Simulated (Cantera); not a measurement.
Thermodynamics of hydrogen reduction and annealing atmospheres, feed V₂O₅ + H₂

Input: 1 mol V₂O₅, a varied amount of H₂, equilibrated at 1450 K and 1 atm.

Method: chemical equilibrium by Gibbs-energy minimisation in Cantera with the NASA 1993 tables (ideal gas, pure condensed phases). Candidate condensed phases: H₂O, V, VO, V₂O₃, V₂O₄, V₂O₅; 12 gas species. Mutual solubility and eutectic melting of coexisting phases are not modelled. VO: taken at fixed stoichiometry. Condensed phases not in the tables: the oxides between V₂O₃ and V₂O₅ other than VO₂. Kinetics and transport are ignored.

```csv
n(H₂) (mol),log p H₂,log p H₂O,log p H,log p OH,log p VO₂,n V₂O₃(s),n VO(s)
3.4,-0.38,-0.22,-5.21,-6.68,-8.69,1.00,0
5.5,-0.19,-0.43,-5.12,-6.98,-8.89,1.00,0
9,-0.10,-0.65,-5.08,-7.24,-9.04,1.00,0
15,-0.06,-0.87,-5.05,-7.49,-9.17,1.00,0
24,-0.03,-1.07,-5.04,-7.70,-9.29,1.00,0
40,-0.02,-1.30,-5.03,-7.93,-9.41,1.00,0
65,-0.01,-1.51,-5.03,-8.15,-9.52,1.00,0
110,0.00,-1.73,-5.03,-8.38,-9.63,1.00,0
170,0.00,-1.92,-5.02,-8.57,-9.73,1.00,0
280,0.00,-2.14,-5.02,-8.79,-9.84,1.00,0
470,0.00,-2.37,-5.02,-9.01,-9.95,1.00,0
760,0.00,-2.56,-5.02,-9.20,-10.05,0.925,0.150
```
log p: log10 of the partial pressure in bar; n: condensed amount in mol.

From 3.4 mol H₂ to 470 mol H₂ the condensed part is V₂O₃(s). At 760 mol H₂ the condensed part is VO(s) + V₂O₃(s).
